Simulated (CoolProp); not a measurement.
Vapour-liquid equilibrium of R125 (1) + R245fa (2) at -10.05 °C; x and y are mole fractions of (1).

Model: multi-fluid Helmholtz-energy mixture model, Lemmon 2005 and Akasaka 2015; pair parameters Bell 2016, in CoolProp.

Give the bubble pressure and the first vapour's composition at x = 0.2, 0.5, 0.65. Is there an azeotrope?

x = 0.2: 0.1298 MPa, y = 0.784; x = 0.5: 0.2591 MPa, y = 0.924; x = 0.65: 0.3224 MPa, y = 0.954. No azeotrope shows between x = 0.05 and 0.95.

The pair parameters rest on a limited set of measurements; away from them the model extrapolates. The gap from Raoult's law changes sign with composition, which may be real or a fault of the pair parameters; it wasn't checked against measurements.
